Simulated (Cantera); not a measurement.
Input (Python, Cantera) and output of one run.

```python
import numpy as np
import cantera as ct

gas_names = [...]  # 123 gases of nasa_gas.yaml made of C, H, O, Si
cond_names = """
    C(gr) C6H6(L) C7H8(L) C8H18(L),n-octa H2O(s) H2O(L) Si(cr) Si(L) SiC(b) SiO2(Lqz) SiO2(hqz) SiO2(L)
""".split()


# ... load() reads the species with a 1 bar reference pressure and builds the phases ...
atoms = {
    'SiC': {'Si': 1, 'C': 1},
    'H2O': {'H': 2, 'O': 1},
    'H2': {'H': 2},
    'O2': {'O': 2},
}
top_T = {'C(gr)': 4500, 'SiC(b)': 3050}  # K; cautious upper limits of use, not melting points


# ... equilibrate(T, P, feed) seeds the gas with the atoms and calls Mixture.equilibrate('TP', solver="vcs", rtol=1e-11, max_steps=5000) ...
results = []
feed = {'SiC': 1, 'H2O': 0.0014, 'H2': 3.1, 'O2': 0.0038}  # mol
T = 1298.15  # K
P = 23000  # Pa
mix = equilibrate(T, P, feed)
results.append((T, P, feed, dict(zip(mix.species_names, mix.species_moles))))
print(gas.report(threshold=1e-05))
for i in range(1, mix.n_phases):
    print(f"{mix.phase(i).name:16s} {mix.phase_moles(i):12.5e} mol")
```

It prints:

```
       temperature   1298.2 K
          pressure   23000 Pa
           density   0.0043452 kg/m^3
  mean mol. weight   2.0391 kg/kmol
   phase of matter   gas

                          1 kg             1 kmol
                     ---------------   ---------------
          enthalpy        1.4614e+07          2.98e+07  J
   internal energy        9.3212e+06        1.9007e+07  J
           entropy             91552        1.8668e+05  J/K
    Gibbs function       -1.0423e+08       -2.1254e+08  J
 heat capacity c_p             15476             31557  J/K
 heat capacity c_v             11398             23242  J/K

                      mass frac. Y      mole frac. X     chem. pot. / RT
                     ---------------   ---------------   ---------------
               CH4         0.0052845        0.00067167           -42.257
                CO          0.007135        0.00051942           -45.599
                H2           0.98749            0.9988           -19.663
     [ +120 minor]        9.0717e-05        8.2335e-06

C(gr)             0.00000e+00 mol
Si(cr)            0.00000e+00 mol
SiC(b)            9.96306e-01 mol
SiO2(hqz)         3.68561e-03 mol
```

These are equilibrium values from Cantera (NASA tables, ideal gas, pure condensed phases), not measurements of a reactor. Mutual solubility and eutectic melting of coexisting phases are not modelled. The tables hold silica as quartz up to 1696 K and as liquid above; real silica turns to tridymite and cristobalite and melts near 1996 K.
